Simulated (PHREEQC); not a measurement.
Ultrapure water in contact with air or piping: speciation

Model water analysis in mg/L, 25 °C, pH 6.49, pe 9.5: Na 0.0141; K 1.2e-05; Ca 0.00527; Mg 0.00817; Cl 0.026; S(6) as SO4 0.0258; Alkalinity as HCO3 0.0141; O(0) (dissolved oxygen) 0.000527; Br 0.002; F 7.74e-05; Zn 0.000116; N(5) as NO3 0.000231; Ni 0.000539.

Valence states are taken as typed.

The numbers come from PHREEQC with the ion-association model, wateq4f.dat.

Precipitation was switched off in this run.

**Question.** Predict the charge-balance error.

**Answer.** charge-balance error 1.0 %.

**Question.** In which forms is C present?

**Answer.** HCO3- 58 %, CO2 42 % of the C.
